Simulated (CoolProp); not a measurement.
The numbers come from the reference Helmholtz-energy equation of state, Gao 2022 in CoolProp.

**Question.** Give the vapour pressure (bar), liquid density (kg/m³), vapour density (kg/m³), enthalpy of vaporisation (kJ/kg) of saturated n-perfluorohexane at 384.1 K.

**Answer.** 
```json
[
 {"T (K)": "384.1", "p (bar)": "4.64", "liquid density (kg/m³)": "1380", "vapour density (kg/m³)": "60.9", "enthalpy of vaporisation (kJ/kg)": "66.5"}
]
```
